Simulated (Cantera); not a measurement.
Thermodynamics of carbon deposition, reforming and gasification, feed toluene + H2 + H2O

Feed: 1 mol toluene, 2 mol H2, 0.22 mol H2O, equilibrated at 1552 °C and 10.0 mbar.

These are equilibrium values from Cantera (NASA tables, ideal gas, pure condensed phases), not measurements of a reactor. Candidate condensed phases: C, C6H6, C7H8, C8H18, H2O; 110 gas species. Equilibrium is a limit: real reactors are often held back by kinetics, nucleation or transport.

```
Item                     Value
-------------------  ---------
x(H2)                    0.961
x(CO)                   0.0341
x(H)                   0.00432
x(C2H2 (acetylene))   0.000206
x(CH4)                 6.55e-6
n(C(graphite))        6.78 mol
gas amount           6.454 mol
```
